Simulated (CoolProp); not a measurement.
Benzene at 298.15 K and 16.9 MPa flows at 0.77 m/s in a round tube of 6 mm bore and 15 µm roughness, fully developed (64/Re and Nu = 3.66 if laminar; Colebrook and Gnielinski if turbulent). Each further row changes one setting.

Model: reference Helmholtz-energy equation of state, Thol 2012, in CoolProp.

| case | Reynolds number | Darcy friction factor | pressure drop (Pa/m) | heat-transfer coefficient (W/(m² K)) | mass flow (kg/h) |
|---|---|---|---|---|---|
| as stated | ? | ? | 1690 | ? | ? |
| velocity 1.54 m/s | 11800 | ? | ? | 2570 | 139 |
| diameter 12 mm | 11800 | 0.0316 | ? | 1240 | ? |

Problem. Fill in the missing entries.

Solution. 
- as stated, Reynolds number: 5890
- as stated, Darcy friction factor: 0.0386
- as stated, heat-transfer coefficient (W/(m² K)): 1280
- as stated, mass flow (kg/h): 69.5
- velocity 1.54 m/s, Darcy friction factor: 0.0334
- velocity 1.54 m/s, pressure drop (Pa/m): 5860
- diameter 12 mm, pressure drop (Pa/m): 692
- diameter 12 mm, mass flow (kg/h): 278

Viscosity comes from a separate model (Avgeri 2014). Thermal conductivity comes from a separate model (Assael 2012).
